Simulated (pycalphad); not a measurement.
An equivalent pycalphad script:

```python
from pycalphad import Database, equilibrium, calculate, variables as v
import numpy as np
db = Database('COST507.tdb')
comps = ['ZR', 'SI', 'VA']
phases = ['BCC_A2', 'DIAMOND_A4', 'HCP_A3', 'LIQUID', 'OMEGA', 'SI2ZR', 'SI2ZR3', 'SI3ZR5', 'SI4ZR5', 'SIZR', 'SIZR2', 'SIZR3']
eq = equilibrium(db, comps, phases, {v.X('SI'): 0.0314, v.T: np.arange(2800, 499, -100), v.P: 101325, v.N: 1}, output=['HM', 'SM'])
```

Computed with pycalphad from the COST 507 light-alloy database (1999), at 1 atm. The database dates from 1999; later assessments differ in places, in temperatures and in the compounds included. Phase fractions are per mole of atoms. Kinetics are ignored, which matters at the lower temperatures.

Results at three of the temperatures:

```
T = 2800.00 K, P = 101325 Pa, N = 1 mol of atoms
G = -241238 J/mol, H = 104157 J/mol, S = 123.36 J/(mol K)  (SER reference)
chemical potentials (J/mol): Zr -235240, Si -426239
phase             fraction      x(Zr)      x(Si)
LIQUID              1.0000     0.9686     0.0314
```

```
T = 600.00 K, P = 101325 Pa, N = 1 mol of atoms
G = -33426 J/mol, H = 646 J/mol, S = 56.79 J/(mol K)  (SER reference)
chemical potentials (J/mol): Zr -26693, Si -241137
phase             fraction      x(Zr)      x(Si)
HCP_A3              0.8744     1.0000      1e-14
SIZR3               0.1256     0.7500     0.2500
```

```
T = 500.00 K, P = 101325 Pa, N = 1 mol of atoms
G = -28001 J/mol, H = -2209 J/mol, S = 51.58 J/(mol K)  (SER reference)
chemical potentials (J/mol): Zr -21106, Si -240710
phase             fraction      x(Zr)      x(Si)
HCP_A3              0.8744     1.0000      1e-14
SIZR3               0.1256     0.7500     0.2500
```

Changes of the phase set, refined by bisection:

```
T (K)   phases above  phases below
------  ------------  ------------
2047.8        liquid  bcc + liquid
1814.2  bcc + liquid   bcc + SIZR3
1139.0   bcc + SIZR3   hcp + SIZR3
```

Database names, with the compositions (at.%) that they take in these runs: SIZR3: Zr 75 Si 25. HCP_A3 is hcp.
